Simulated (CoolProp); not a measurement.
Properties of dimethyl carbonate along the isobar 2600 kPa (Tc = 557.0 K, pc = 4909 kPa, ω = 0.346).

Computed with CoolProp (reference Helmholtz-energy equation of state, Zhou 2011).

```json
[
 {"T (K)": "316.7", "phase": "liquid", "density (kg/m³)": "1041", "cv (kJ/(kg K))": "1.368", "Joule-Thomson coefficient (K/MPa)": "-0.3084", "expansivity (1/kK)": "1.275"},
 {"T (K)": "325.1", "phase": "liquid", "density (kg/m³)": "1030", "cv (kJ/(kg K))": "1.380", "Joule-Thomson coefficient (K/MPa)": "-0.2997", "expansivity (1/kK)": "1.299"},
 {"T (K)": "333.4", "phase": "liquid", "density (kg/m³)": "1019", "cv (kJ/(kg K))": "1.393", "Joule-Thomson coefficient (K/MPa)": "-0.2904", "expansivity (1/kK)": "1.325"},
 {"T (K)": "341.8", "phase": "liquid", "density (kg/m³)": "1007", "cv (kJ/(kg K))": "1.407", "Joule-Thomson coefficient (K/MPa)": "-0.2802", "expansivity (1/kK)": "1.353"},
 {"T (K)": "350.1", "phase": "liquid", "density (kg/m³)": "996.1", "cv (kJ/(kg K))": "1.421", "Joule-Thomson coefficient (K/MPa)": "-0.2694", "expansivity (1/kK)": "1.384"},
 {"T (K)": "358.5", "phase": "liquid", "density (kg/m³)": "984.4", "cv (kJ/(kg K))": "1.436", "Joule-Thomson coefficient (K/MPa)": "-0.2575", "expansivity (1/kK)": "1.417"},
 {"T (K)": "366.8", "phase": "liquid", "density (kg/m³)": "972.8", "cv (kJ/(kg K))": "1.451", "Joule-Thomson coefficient (K/MPa)": "-0.2448", "expansivity (1/kK)": "1.453"},
 {"T (K)": "375.2", "phase": "liquid", "density (kg/m³)": "960.8", "cv (kJ/(kg K))": "1.467", "Joule-Thomson coefficient (K/MPa)": "-0.2310", "expansivity (1/kK)": "1.493"}
]
```
